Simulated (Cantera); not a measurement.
What does this Cantera script print?

```python
import numpy as np
import cantera as ct

gas_names = """
    CL CL2 H HCL H2 N NH NH2 NH3 N2 N2H2 N2H4 Si SiCL SiCL2 SiCL3 SiCL4 SiH SiHCL3 SiH2 SiH2CL2 SiH3
    SiH3CL SiH4 SiN Si2 Si2N Si3
""".split()
cond_names = """
    NH4CL(a) NH4CL(b) Si(cr) Si(L) Si3N4(a)
""".split()


def load(file, names, dense=False):
    # The tables refer to 1 bar. Condensed volumes are neglected.
    table = {s.name: s for s in ct.Species.list_from_file(file)}
    out = []
    for n in names:
        d = dict(table[n].input_data)
        d["thermo"] = dict(d["thermo"], **{"reference-pressure": 1e5})
        if dense:
            d["equation-of-state"] = {"model": "constant-volume", "density": "1e6 g/cm^3"}
        out.append(ct.Species.from_dict(d))
    return out


gas = ct.Solution(thermo="ideal-gas", species=load("nasa_gas.yaml", gas_names))
cond = {s.name: ct.Solution(thermo="fixed-stoichiometry", species=[s], name=s.name)
        for s in load("nasa_condensed.yaml", cond_names, dense=True)}
atoms = {
    'SiCl4': {'Si': 1, 'CL': 4},
    'NH3': {'N': 1, 'H': 3},
    'N2': {'N': 2},
}
top_T = {'Si3N4(a)': 2400}  # K; cautious upper limits of use, not melting points


def equilibrate(T, P, feed):
    n = {}
    for name, mol in feed.items():
        for a, k in atoms[name].items():
            n[a] = n.get(a, 0.0) + k * mol
    gas.TPX = T, P, n
    mass = sum(n.values()) * gas.mean_molecular_weight
    gas.equilibrate("TP")
    valid = [c for c in cond.values() if c.min_temp <= T <= top_T.get(c.name, c.max_temp)]
    mix = ct.Mixture([(gas, mass / gas.mean_molecular_weight)] + [(c, 0.0) for c in valid])
    mix.T, mix.P = T, P
    mix.equilibrate("TP", solver="vcs", rtol=1e-11, max_steps=5000)
    return mix


results = []
feed = {'SiCl4': 1, 'NH3': 0.49, 'N2': 15}  # mol
P = 1333.22  # Pa
for T in [873, 973, 1073, 1173, 1273, 1373, 1473]:
    mix = equilibrate(T, P, feed)
    results.append((T, P, feed, dict(zip(mix.species_names, mix.species_moles))))

top = {s: max(r[3][s] / sum(r[3][g] for g in gas_names) for r in results) for s in gas_names}
cols = sorted((s for s in top if top[s] > 1e-06), key=lambda s: -top[s])[:5]
seen = [c for c in cond_names if any(r[3].get(c, 0) > 1e-12 for r in results)]
print("log10 of partial pressures in bar; condensed amounts in mol")
print(f"{'T/K':>10s}" + "".join(f"{s[:9]:>10s}" for s in cols + seen))
for T, P, feed, n in results:
    ng = sum(n[g] for g in gas_names)
    print(f"{T:10.4g}" + "".join(f"{np.log10(max(n[s] / ng * P / 1e5, 1e-99)):10.3f}" for s in cols)
          + "".join(f"{n.get(c, 0):10.4g}" for c in seen))
```

It prints:

```
log10 of partial pressures in bar; condensed amounts in mol
       T/K        N2       HCL     SiCL4     SiCL2     SiCL3  Si3N4(a)
       873    -1.930    -3.038    -3.258    -9.834    -7.431   0.09772
       973    -1.930    -3.022    -3.266    -8.098    -6.411    0.1013
      1073    -1.931    -3.012    -3.272    -6.692    -5.584    0.1036
      1173    -1.931    -3.004    -3.283    -5.533    -4.905    0.1038
      1273    -1.931    -3.001    -3.318    -4.572    -4.354   0.09627
      1373    -1.934    -3.007    -3.443    -3.803    -3.955   0.06033
      1473    -1.938    -3.008    -3.725    -3.382    -3.820         0
```

Equilibrium computed with Cantera from the NASA thermochemical tables; the gas is ideal and each condensed phase is pure. The tables' values for SiCl3 are old estimates; treat these amounts as uncertain.
